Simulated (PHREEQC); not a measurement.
Solution (20 °C): 0.041 mol/kgw H3BO3. Closed to the air; pH follows from the charge balance.

All values are PHREEQC results (ion-association model, phreeqc.dat), not measurements.

Each row changes one thing in this solution. Precipitation was switched off in this run.

| case | pH | ionic strength (mol/kgw) | H2BO3- (mol/kgw) |
|---|---|---|---|
| as made | 5.33 | 4.65e-6 | 4.65e-6 |
| diluted 5-fold with water | 5.68 | 2.08e-6 | 2.08e-6 |
| H3BO3 from 0.041 to 0.0451 mol/kgw | 5.31 | 4.88e-6 | 4.87e-6 |
| temperature from 20 to 75 °C | 5.14 | 7.22e-6 | 7.19e-6 |
| temperature from 20 to 30 °C | 5.29 | 5.10e-6 | 5.09e-6 |
| temperature from 20 to 35 °C | 5.28 | 5.32e-6 | 5.32e-6 |
| H3BO3 replaced by HBF4 at the same molality | 1.47 | 0.0392 | 3.88e-11 |
| H3BO3 from 0.041 to 0.0205 mol/kgw | 5.48 | 3.29e-6 | 3.28e-6 |
| H3BO3 from 0.041 to 0.0615 mol/kgw | 5.25 | 5.69e-6 | 5.69e-6 |

Complexes and solids missing from the database can't appear. Away from 25 °C the constants follow the database's enthalpies or fits; those with neither stay at their 25 °C values. Real BF4- forms and hydrolyses slowly; the run takes it at equilibrium.
